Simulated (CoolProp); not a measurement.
Properties of hydrogen chloride along the isobar 101 kPa (Tc = 51.5 °C, pc = 8314 kPa, ω = 0.130).

Model: reference Helmholtz-energy equation of state, Thol 2018, in CoolProp.

```tsv
T (°C)	phase	Z	cp (kJ/(kg K))	cv (kJ/(kg K))	speed of sound (m/s)	Joule-Thomson coefficient (K/MPa)	fugacity coefficient
24.05	gas	0.9940	0.8097	0.5756	306.9	15.87	0.9940
35.65	gas	0.9947	0.8081	0.5748	313.0	14.47	0.9947
47.25	gas	0.9953	0.8068	0.5741	318.9	13.27	0.9953
58.75	gas	0.9957	0.8057	0.5736	324.7	12.26	0.9958
70.35	gas	0.9962	0.8049	0.5732	330.4	11.37	0.9962
81.95	gas	0.9965	0.8042	0.5729	336.0	10.60	0.9966
93.55	gas	0.9969	0.8038	0.5727	341.5	9.928	0.9969
105.05	gas	0.9972	0.8034	0.5726	346.9	9.336	0.9972
116.65	gas	0.9974	0.8031	0.5726	352.2	8.805	0.9974
128.25	gas	0.9976	0.8030	0.5727	357.4	8.330	0.9976
139.85	gas	0.9978	0.8029	0.5728	362.6	7.901	0.9978
151.45	gas	0.9980	0.8030	0.5730	367.6	7.513	0.9980
162.95	gas	0.9982	0.8031	0.5732	372.6	7.161	0.9982
174.55	gas	0.9983	0.8033	0.5735	377.5	6.835	0.9983
186.15	gas	0.9985	0.8035	0.5739	382.4	6.535	0.9985
```
